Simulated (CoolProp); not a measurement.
Vapour-liquid equilibrium of m-xylene (1) + o-xylene (2) at 500.1 K; x and y are mole fractions of (1).

Model: multi-fluid Helmholtz-energy mixture model, Zhou 2012 and Zhou 2012; pair parameters Bell 2016, in CoolProp.

Task: Give the bubble pressure and the first vapour's composition at x = 0.15, 0.55, 0.65. Is there an azeotrope?

Result: x = 0.15: 609.8 kPa, y = 0.162; x = 0.55: 639.9 kPa, y = 0.574; x = 0.65: 647.5 kPa, y = 0.672. No azeotrope shows between x = 0.05 and 0.95.

Pair parameters are fitted to limited data, so mixtures are less certain than the pure fluids.
